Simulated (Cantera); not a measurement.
Feed: 1 mol CH₃OH, a varied amount of O₂, held at 2573.15 K and 0.100 bar.

Method: chemical equilibrium by Gibbs-energy minimisation in Cantera with the NASA 1993 tables (ideal gas, pure condensed phases). Candidate condensed phases: C, C₆H₆, C₇H₈, C₈H₁₈, H₂O; 110 gas species. Kinetics and transport are ignored.

x: gas mole fraction; nothing condenses.

```csv
n(O₂) (mol),x H₂,x CO,x H,x H₂O,x CO₂,x OH
0.024,0.583,0.318,0.0830,0.0137,0.00117,0.000438
0.031,0.580,0.318,0.0827,0.0177,0.00151,0.000567
0.038,0.576,0.318,0.0825,0.0216,0.00187,0.000697
0.048,0.570,0.317,0.0821,0.0273,0.00237,0.000884
0.06,0.564,0.317,0.0816,[?],[?],[?]
0.075,0.555,0.316,0.0810,0.0426,0.00379,0.00140
0.093,0.545,0.315,0.0803,[?],[?],[?]
0.12,0.531,0.313,0.0792,0.0679,0.00627,0.00228
```

Task: What belongs in the gaps?

Result: 
- 0.093, x H₂O: 0.0528
- 0.093, x CO₂: 0.00476
- 0.093, x OH: 0.00175
- 0.06, x H₂O: 0.0341
- 0.06, x CO₂: 0.00300
- 0.06, x OH: 0.00111
